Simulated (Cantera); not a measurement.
Input (Python, Cantera):

```python
import numpy as np
import cantera as ct

gas = ct.Solution("gri30.yaml")
gas.TPX = 1398, 19000, {'H2': 0.32, 'O2': 1, 'N2': 10}
reactor = ct.IdealGasConstPressureReactor(gas, energy="off", clone=False)
net = ct.ReactorNet([reactor])
net.rtol, net.atol = 1e-08, 1e-18
show = ['H2', 'O2', 'H2O', 'O', 'H', 'NO', 'H2O2']
times = np.geomspace(0.0001, 70, 12)

steps = ct.SolutionArray(gas, extra=["t"])
rows = []
print(f"{'t/s':>10s}{'T/K':>9s}{'P/Pa':>11s}" + "".join(f"{s:>11s}" for s in show))
for t in times:
    while net.time < t:
        t_next = net.step()
        steps.append(gas.state, t=t_next)
    rows.append([np.interp(t, steps.t, y) for y in (steps.T, steps.P, *steps(*show).X.T)])
    print(f"{t:10.3e}{rows[-1][0]:9.1f}{rows[-1][1]:11.4g}" + "".join(f"{x:11.3e}" for x in rows[-1][2:]))
rate = np.gradient(steps.T, steps.t)
print("integrator steps:", len(steps.t))
if steps.T.max() > steps.T[0] + 200:
    print(f"time of steepest temperature rise: {steps.t[rate.argmax()]:.4e} s")
gas.TPX = 1398, 19000, {'H2': 0.32, 'O2': 1, 'N2': 10}
gas.equilibrate("TP")
print(f"equilibrium (TP): T = {gas.T:.1f} K  " + "  ".join(f"{s} {gas[s].X[0]:.3e}" for s in show))
```

Output:

```
       t/s      T/K       P/Pa         H2         O2        H2O          O          H         NO       H2O2
 1.000e-04   1398.0    1.9e+04  2.827e-02  8.834e-02  1.566e-06  6.145e-07  1.017e-06  5.526e-15  4.429e-10
 3.399e-04   1398.0    1.9e+04  6.042e-03  7.499e-02  1.656e-02  7.283e-03  8.438e-03  1.024e-07  3.199e-07
 1.155e-03   1398.0    1.9e+04  1.252e-03  7.221e-02  2.364e-02  7.575e-03  5.051e-03  2.708e-06  2.121e-07
 3.928e-03   1398.0    1.9e+04  4.618e-04  7.399e-02  2.703e-02  2.520e-03  9.980e-04  4.553e-06  1.631e-07
 1.335e-02   1398.0    1.9e+04  6.008e-05  7.501e-02  2.836e-02  3.172e-04  4.463e-05  4.787e-06  5.828e-08
 4.538e-02   1398.0    1.9e+04  6.284e-06  7.521e-02  2.859e-02  3.349e-05  1.535e-06  4.804e-06  1.246e-08
 1.543e-01   1398.0    1.9e+04  9.880e-07  7.525e-02  2.864e-02  5.361e-06  9.841e-08  4.812e-06  2.741e-09
 5.243e-01   1398.0    1.9e+04  2.350e-07  7.526e-02  2.866e-02  1.290e-06  1.165e-08  4.816e-06  7.662e-10
 1.782e+00   1398.0    1.9e+04  1.120e-07  7.526e-02  2.866e-02  6.156e-07  3.871e-09  4.816e-06  3.975e-10
 6.058e+00   1398.0    1.9e+04  1.057e-07  7.526e-02  2.866e-02  5.810e-07  3.554e-09  4.818e-06  3.782e-10
 2.059e+01   1398.0    1.9e+04  1.057e-07  7.526e-02  2.866e-02  5.810e-07  3.554e-09  4.825e-06  3.782e-10
 7.000e+01   1398.0    1.9e+04  1.057e-07  7.526e-02  2.866e-02  5.810e-07  3.554e-09  4.848e-06  3.782e-10
integrator steps: 1667
equilibrium (TP): T = 1398.0 K  H2 1.059e-07  O2 7.503e-02  H2O 2.866e-02  O 5.802e-07  H 3.556e-09  NO 4.590e-04  H2O2 3.777e-10
```

Computed with Cantera and GRI-Mech 3.0 (53 species, 325 reactions).
